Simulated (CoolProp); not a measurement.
R115 along the isotherm 130.65 °C: density (kg/m³) from the reference equation and from simpler models built on Tc = 80.0 °C, pc = 3.129 MPa, ω = 0.248; each cubic takes its own stable root.

Values from CoolProp's reference Helmholtz-energy equation of state, Lemmon 2016.

```
p (MPa)          phase  reference  ideal gas  Soave-Redlich-Kwong
-------  -------------  ---------  ---------  -------------------
0.335              gas      15.77      15.41                15.78
0.671              gas      32.36      30.87                32.38
1.01               gas      49.98      46.47                50.01
1.34               gas      68.09      61.65                68.11
1.68               gas      87.90      77.29                87.84
2.01               gas      108.4      92.48                108.2
2.35               gas      131.0      108.1                130.5
2.68               gas      154.7      123.3                153.6
3.02               gas      181.1      138.9                179.2
3.35     supercritical      209.0      154.1                205.9
3.69     supercritical      240.5      169.8                235.5
4.02     supercritical      274.0      185.0                266.6
4.36     supercritical      311.8      200.6                300.9
4.69     supercritical      351.6      215.8                336.5
```
